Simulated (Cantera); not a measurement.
A Cantera script and its output.

```python
import numpy as np
import cantera as ct

gas = ct.Solution("gri30.yaml")


def delay(T, t_max=10):
    gas.TPX = T, 500000, {'CH4': 1, 'O2': 2.56, 'N2': 9.64, 'H2O': 3.6}
    reactor = ct.IdealGasReactor(gas, clone=False)
    net = ct.ReactorNet([reactor])
    net.rtol, net.atol = 1e-8, 1e-16
    while net.time < t_max:
        t_old, T_old = net.time, reactor.T
        net.step()
        if reactor.T > T + 400:  # ignition: a rise of 400 K
            return t_old + (T + 400 - T_old) / (reactor.T - T_old) * (net.time - t_old)
    return np.nan


taus = []
for T in [1150, 1200, 1250, 1300, 1350, 1400, 1450, 1500, 1550]:
    taus.append(delay(T))
    print(f"T0 = {T:6g} K   tau = {taus[-1]:.4e} s")
```

It prints:

```
T0 =   1150 K   tau = 1.9258e-02 s
T0 =   1200 K   tau = 1.0431e-02 s
T0 =   1250 K   tau = 5.8701e-03 s
T0 =   1300 K   tau = 3.3937e-03 s
T0 =   1350 K   tau = 1.9976e-03 s
T0 =   1400 K   tau = 1.1892e-03 s
T0 =   1450 K   tau = 7.1335e-04 s
T0 =   1500 K   tau = 4.3094e-04 s
T0 =   1550 K   tau = 2.6284e-04 s
```

Computed with Cantera and GRI-Mech 3.0 (53 species, 325 reactions).
